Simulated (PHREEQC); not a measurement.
A solution holds 0.0445 mol/kgw HF, 0.022 mol/kgw NH4F, 0.0047 mol/kgw (NH4)2SiF6 and 0.0036 mol/kgw HCl, at 25 °C. Closed to the air; pH follows from the charge balance.

The numbers come from PHREEQC with the ion-association model, wateq4f.dat.

Precipitation was switched off in this run.

### Question
What pH, ionic strength does the model give?

### Answer
pH 2.78; ionic strength 0.0380 mol/kgw.

### Question
In which forms is F present?

### Answer
HF 39 %, SiF6-2 30 %, F- 19 %, H2F2 7.4 %, HF2- 5.3 % of the F.

wateq4f.dat counts part of the HF as a dimer, H2F2, which phreeqc.dat doesn't know; its constant is uncertain. SiF6-2 is the database's only silicon fluoride.
